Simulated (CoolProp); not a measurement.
Vapour-liquid equilibrium of m-xylene (1) + o-xylene (2) at 0.0166 MPa; x and y are mole fractions of (1).

The numbers come from the multi-fluid Helmholtz-energy mixture model, Zhou 2012 and Zhou 2012; pair parameters Bell 2016 in CoolProp.

```csv
x,bubble temperature (°C),y at the bubble point,dew temperature at overall composition x (°C),liquid density (mol/L)
0.05,86.8,0.058,86.8,7.741
0.15,86.3,0.172,86.4,7.729
0.25,85.8,0.284,86.0,7.716
0.35,85.4,0.391,85.5,7.704
0.45,84.9,0.495,85.1,7.691
0.55,84.4,0.594,84.6,7.679
0.65,83.9,0.689,84.1,7.666
0.75,83.5,0.781,83.6,7.653
0.85,83.0,0.870,83.1,7.640
0.95,82.6,0.957,82.7,7.627
```

No azeotrope shows between x = 0.05 and 0.95.

The pair parameters rest on a limited set of measurements; away from them the model extrapolates.
